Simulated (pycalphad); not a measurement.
An equivalent pycalphad script:

```python
from pycalphad import Database, equilibrium, calculate, variables as v
import numpy as np
db = Database('COST507.tdb')
comps = ['TI', 'HF', 'B', 'VA']
phases = ['B2M', 'B2TI', 'B4M3', 'B4TI3', 'BCC_A2', 'BETA_RHOMBO_B', 'BM', 'BTI', 'HCP_A3', 'LIQUID']
eq = equilibrium(db, comps, phases, {v.X('HF'): 0.0129, v.X('B'): 0.0584, v.T: np.arange(2850, 499, -50), v.P: 101325, v.N: 1}, output=['HM', 'SM'])
```

CALPHAD calculation (pycalphad, COST 507 light-alloy database (1999)), 1 atm. These are 1990s assessments: newer ones move some temperatures and phases. Phase fractions are per mole of atoms. Kinetics are ignored, which matters at the lower temperatures.

Results at three of the temperatures:

```
T = 2000.00 K, P = 101325 Pa, N = 1 mol of atoms
G = -134135 J/mol, H = 66357 J/mol, S = 100.25 J/(mol K)  (SER reference)
chemical potentials (J/mol): Ti -127283, Hf -229736, B -221970
phase             fraction      x(Ti)      x(Hf)       x(B)
LIQUID              1.0000     0.9287     0.0129     0.0584
```

```
T = 1600.00 K, P = 101325 Pa, N = 1 mol of atoms
G = -97890 J/mol, H = 33320 J/mol, S = 82.01 J/(mol K)  (SER reference)
chemical potentials (J/mol): Ti -90715, Hf -171950, B -195627
phase             fraction      x(Ti)      x(Hf)       x(B)
BCC_A2              0.8866     0.9837     0.0144     0.0019
BM                  0.1134     0.4988     0.0012     0.5000
```

```
T = 900.00 K, P = 101325 Pa, N = 1 mol of atoms
G = -46999 J/mol, H = 7562 J/mol, S = 60.62 J/(mol K)  (SER reference)
chemical potentials (J/mol): Ti -38523, Hf -77440, B -175055
phase             fraction      x(Ti)      x(Hf)       x(B)
HCP_A3              0.8846     0.9847     0.0145   0.000807
BM                  0.1154     0.4993    0.00072     0.5000
```

Changes of the phase set, refined by bisection:

```csv
T (K),phases above,phases below
1828.9,liquid,bcc + liquid
1814.2,bcc + liquid,bcc + BM
1145.8,bcc + BM,bcc + BM + hcp
1142.3,bcc + BM + hcp,BM + hcp
```

Database names, with the compositions (at.%) that they take in these runs: BM: Ti 50 B 50. BCC_A2 is bcc; HCP_A3 is hcp.
